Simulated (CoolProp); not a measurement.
Properties of toluene along the isobar 0.992 MPa (Tc = 591.7 K, pc = 4.126 MPa, ω = 0.266).

The numbers come from the reference Helmholtz-energy equation of state, Lemmon 2006 in CoolProp. It is a short technical equation, of lower accuracy than the large ones.

```csv
T (K),phase,cv (kJ/(kg K)),Joule-Thomson coefficient (K/MPa),conductivity (mW/(m K))
541.5,gas,1.925,11.99,34.4
547.5,gas,1.939,11.46,35.1
553.6,gas,1.954,10.95,35.8
559.6,gas,?,10.49,36.5
565.6,gas,1.983,10.06,37.2
571.7,gas,1.998,9.648,37.9
577.7,gas,2.012,9.272,38.6
583.8,gas,2.026,8.914,39.4
589.8,gas,2.041,8.584,40.1
595.8,gas,2.055,8.273,40.8
601.9,gas,?,7.976,?
607.9,gas,?,7.699,42.3
614,gas,2.097,7.434,43.0
620,gas,?,7.188,43.7
```

### Question
Complete the blanks.

### Answer

- 559.6, cv (kJ/(kg K)): 1.969
- 601.9, cv (kJ/(kg K)): 2.069
- 601.9, conductivity (mW/(m K)): 41.5
- 607.9, cv (kJ/(kg K)): 2.083
- 620, cv (kJ/(kg K)): 2.110

Thermal conductivity comes from a separate model (Assael 2012).
